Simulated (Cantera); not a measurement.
What does this Cantera script print?

```python
import numpy as np
import cantera as ct

gas_names = """
    CL CL2 H HCL H2 Si SiCL SiCL2 SiCL3 SiCL4 SiH SiHCL3 SiH2 SiH2CL2 SiH3 SiH3CL SiH4 Si2 Si3
""".split()
cond_names = """
    Si(cr) Si(L)
""".split()


# ... load() reads the species with a 1 bar reference pressure and builds the phases ...
atoms = {
    'SiCl4': {'Si': 1, 'CL': 4},
    'Cl2': {'CL': 2},
    'H2': {'H': 2},
}
top_T = {}  # K; cautious upper limits of use, not melting points


# ... equilibrate(T, P, feed) seeds the gas with the atoms and calls Mixture.equilibrate('TP', solver="vcs", rtol=1e-11, max_steps=5000) ...
results = []
feed = {'SiCl4': 1, 'Cl2': 0.92, 'H2': 18}  # mol
P = 101325  # Pa
for T in [875, 925, 975, 1025, 1075, 1125, 1175, 1225, 1275, 1325, 1375, 1425, 1475, 1525]:
    mix = equilibrate(T, P, feed)
    results.append((T, P, feed, dict(zip(mix.species_names, mix.species_moles))))

top = {s: max(r[3][s] / sum(r[3][g] for g in gas_names) for r in results) for s in gas_names}
cols = sorted((s for s in top if top[s] > 1e-06), key=lambda s: -top[s])[:7]
seen = [c for c in cond_names if any(r[3].get(c, 0) > 1e-12 for r in results)]
print("log10 of partial pressures in bar; condensed amounts in mol")
print(f"{'T/K':>10s}" + "".join(f"{s[:9]:>10s}" for s in cols + seen))
for T, P, feed, n in results:
    ng = sum(n[g] for g in gas_names)
    print(f"{T:10.4g}" + "".join(f"{np.log10(max(n[s] / ng * P / 1e5, 1e-99)):10.3f}" for s in cols)
          + "".join(f"{n.get(c, 0):10.4g}" for c in seen))
```

It prints:

```
log10 of partial pressures in bar; condensed amounts in mol
       T/K        H2       HCL     SiCL4     SiCL2    SiHCL3     SiCL3   SiH2CL2
       875    -0.062    -1.024    -1.302    -7.991    -3.000    -5.528    -5.736
       925    -0.062    -1.021    -1.308    -7.034    -2.788    -4.970    -5.277
       975    -0.062    -1.017    -1.316    -6.183    -2.604    -4.476    -4.872
      1025    -0.063    -1.012    -1.327    -5.425    -2.444    -4.036    -4.516
      1075    -0.064    -1.005    -1.341    -4.748    -2.306    -3.644    -4.202
      1125    -0.065    -0.996    -1.360    -4.143    -2.189    -3.297    -3.929
      1175    -0.066    -0.985    -1.384    -3.606    -2.093    -2.990    -3.693
      1225    -0.068    -0.971    -1.417    -3.132    -2.020    -2.724    -3.497
      1275    -0.070    -0.952    -1.461    -2.724    -1.974    -2.499    -3.345
      1325    -0.073    -0.927    -1.522    -2.382    -1.959    -2.320    -3.240
      1375    -0.078    -0.898    -1.605    -2.107    -1.980    -2.187    -3.184
      1425    -0.082    -0.866    -1.712    -1.893    -2.036    -2.100    -3.175
      1475    -0.088    -0.835    -1.848    -1.732    -2.124    -2.055    -3.205
      1525    -0.092    -0.808    -2.009    -1.613    -2.240    -2.048    -3.264
```

Method: chemical equilibrium by Gibbs-energy minimisation in Cantera with the NASA 1993 tables (ideal gas, pure condensed phases). The tables' values for SiCl3 are old estimates; treat these amounts as uncertain.
